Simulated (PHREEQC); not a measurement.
Make-up at 40 °C: 0.062 mol Cu(BF4)2, 4e-05 mol HNO3 and 4.4e-05 mol KCl per kg of water. It is in equilibrium with CO2 at log p = -3.4 (atm). Otherwise closed; pH follows from the charge balance.

Equilibrium calculation in PHREEQC: ion-association model, wateq4f.dat.

pH: 2.63
ionic strength: 0.186 mol/kgw
total alkalinity: -372 meq/kg

```json
[
 {"species": "BF4-", "molality": "0.116", "activity": "0.0786", "log γ": "-0.167"},
 {"species": "Cu+2", "molality": "0.0608", "activity": "0.0198", "log γ": "-0.487"},
 {"species": "HF", "molality": "0.00967", "activity": "0.0101", "log γ": "0.019"},
 {"species": "BF3OH-", "molality": "0.00565", "activity": "0.00385", "log γ": "-0.167"},
 {"species": "F-", "molality": "0.00310", "activity": "0.00219", "log γ": "-0.151"},
 {"species": "H+", "molality": "0.00292", "activity": "0.00232", "log γ": "-0.099"},
 {"species": "H3BO3", "molality": "0.00157", "activity": "0.00163", "log γ": "0.019"}
]
```

No solid was allowed to form. Constants without temperature data keep their 25 °C values here. Real BF4- forms and hydrolyses slowly; the run takes it at equilibrium.
